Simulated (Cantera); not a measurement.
A freely propagating, adiabatic, planar premixed flame of H2 : O2 : N2 = 1 : 0.208 : 0.783 (molar parts), equivalence ratio 2.4, unburnt at 350 K and 10.0 bar; mixture-averaged transport, grid criteria slope 0.08 and curve 0.16, no radiation.

Computed with Cantera and the H2/O2 subset of GRI-Mech 3.0, which has no nitrogen chemistry. The hydrogen kinetics of GRI-Mech 3.0 are dated; newer H2 mechanisms differ, most at raised pressure. Burning velocities carry a grid error of a few per cent, more on coarse grids.

Question: Predict: laminar burning velocity; thermal thickness; peak x(H2O2); peak x(O); peak x(H).

Answer: 
| Item | Result |
|---|---|
| laminar burning velocity | 252 cm/s |
| thermal thickness | 0.0248 mm |
| peak x(H2O2) | 0.000183 |
| peak x(O) | 0.000585 |
| peak x(H) | 0.0211 |
